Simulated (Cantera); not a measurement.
A closed system holds: 1 mol Cr2O3, a varied amount of H2, at 7.20 Torr.

Cantera equilibrium calculation (NASA polynomials, part measured and part estimated; ideal gas, pure solids and liquids). Candidate condensed phases: Cr, Cr2O3, H2O; 13 gas species. Mutual solubility and eutectic melting of coexisting phases are not modelled. Kinetics and transport are ignored.

What condenses at these points (T in °C, n(H2) in mol): (927, 130); (727, 71); (1827, 71); (1027, 130); (1727, 47); (1227, 160)?


```csv
T (°C),n(H2) in mol,condensed phases,Cr condensed (%)
927,130,Cr + Cr2O3,100.0
727,71,Cr + Cr2O3,100.0
1827,71,gas only,0.0
1027,130,Cr + Cr2O3,100.0
1727,47,Cr2O3,36.5
1227,160,Cr + Cr2O3,99.5
```
